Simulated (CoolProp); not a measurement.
Vapour-liquid equilibrium of hexamethyldisiloxane (MM) (1) + toluene (2) at 0.00115 MPa; x and y are mole fractions of (1).

The numbers come from the multi-fluid Helmholtz-energy mixture model, Thol 2016 and Lemmon 2006; pair parameters Bell 2016 in CoolProp.

Q: Give the bubble temperature and the first vapour's composition at x = 0.05, 0.125, 0.8. Is there an azeotrope?

A: x = 0.05: 276.1 K, y = 0.099; x = 0.125: 275.0 K, y = 0.224; x = 0.8: 270.6 K, y = 0.821. y crosses x between x = 0.875 and 0.95: the model has an azeotrope there.

The pair parameters rest on a limited set of measurements; away from them the model extrapolates.
